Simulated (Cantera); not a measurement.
An isothermal, constant-pressure homogeneous reactor starts with 69.4 % CH₄, 30.6 % CO₂, at 1375 K and 100000 Pa.

Model: GRI-Mech 3.0 (53 species, 325 reactions), integrated in Cantera. GRI-Mech 3.0 stops at C3 and has no aromatics, soot or wall deposition, so with more carbon than oxygen in the feed, carbon stays in small species such as C2H2 where larger ones or solid carbon would form.

Task: Predict: x(CH₄) at 30.0 s; x(CO₂) at 30.0 s; x(H) at 30.0 s; x(C₂H₄) at 30.0 s; x(H₂) at 30.0 s.

Result: 
| Property | Value |
|---|---|
| x(CH₄) at 30.0 s | 0.189 (gas-phase equilibrium 0.163) |
| x(CO₂) at 30.0 s | 0.0483 (gas-phase equilibrium 1.70e-6) |
| x(H) at 30.0 s | 1.83e-6 (gas-phase equilibrium 2.30e-6) |
| x(C₂H₄) at 30.0 s | 0.0337 (gas-phase equilibrium 0.0108) |
| x(H₂) at 30.0 s | 0.286 (gas-phase equilibrium 0.446) |
